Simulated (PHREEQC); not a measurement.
Consider water at 25 °C with 0.017 mol/kgw K2CO3 and 0.0023 mol/kgw KH2PO4. Closed to the air; pH follows from the charge balance.

Equilibrium calculation in PHREEQC: ion-association model, wateq4f.dat.

```
quantity                   before    after
------------------------  -------  -------
pH                          10.73    10.95
ionic strength (mol/kgw)   0.0526   0.0530
CO3-2 (mol/kgw)            0.0139   0.0142
HCO3- (mol/kgw)           0.00310  0.00278
CO2 (mol/kgw)             1.06e-7  7.40e-8
```

Question: Name the change that produced these shifts.
A. KH2PO4 replaced by KHSO4 at the same molality
B. temperature from 25 to 10 °C
C. temperature from 25 to 40 °C
D. KH2PO4 from 0.0023 to 0.00253 mol/kgw
E. diluted 5-fold with water

Answer: B, temperature from 25 to 10 °C

Precipitation was switched off in this run. H3PO4, which wateq4f.dat lacks, is added to it with the constant of phreeqc.dat. At this temperature some constants are extrapolated from 25 °C, and those without enthalpy data are left unchanged.
